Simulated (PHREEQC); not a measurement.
Alkaline etch or developer: speciation

A solution holds 9.4 mmol/kgw NH3, 1.6 mmol/kgw Na2SiO3 and 15 mmol/kgw Na2CO3, at 90 °C. Closed to the air; pH follows from the charge balance.

The numbers come from PHREEQC with the ion-association model, wateq4f.dat.

This is a speciation only: nothing precipitates in the calculation.

**Question.** Predict the pH, ionic strength.

**Answer.** pH 9.98; ionic strength 0.0266 mol/kgw.

**Question.** In which forms is Si present?

**Answer.** H3SiO4- 87 %, H4SiO4 11 %, H2SiO4-2 1.7 % of the Si.

Complexes and solids missing from the database can't appear. At this temperature some constants are extrapolated from 25 °C, and those without enthalpy data are left unchanged.
